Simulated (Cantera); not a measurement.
Feed: 1 mol AlN, 12 mol H2O, 0.9 mol N2, at 1725 °C and 13.3 mbar.

These are equilibrium values from Cantera (NASA tables, ideal gas, pure condensed phases), not measurements of a reactor. Candidate condensed phases: Al, AlN, Al2O3, H2O; 35 gas species. Gases not in the tables: Al(OH)3. The numbers say what is thermodynamically allowed, not how fast it happens.

Base state: H2O 0.776, H2 0.112, N2 0.104, H 0.00464, OH 0.00321, O2 0.000293, NO 0.000103, O 9.77e-5 (mole fractions); condensed: Al2O3(s).

Task: What changes in the equilibrium state with this change: pressure from 13.3 mbar to 41.0 Pa?

Result: 
| species | before | after |
|---|---|---|
| H2O | 0.776 | 0.724 |
| H2 | 0.112 | 0.120 |
| N2 | 0.104 | 0.101 |
| H | 0.00464 | 0.0275 |
| OH | 0.00321 | 0.0165 |
| AlO2H | 2.12e-6 | 1.17e-5 |
| O | 9.77e-5 | 0.00275 |
| O2 | 0.000293 | 0.00714 |
| NO | 0.000103 | 0.000502 |
| Al2O3(s), mol | 0.500 | 0.500 |
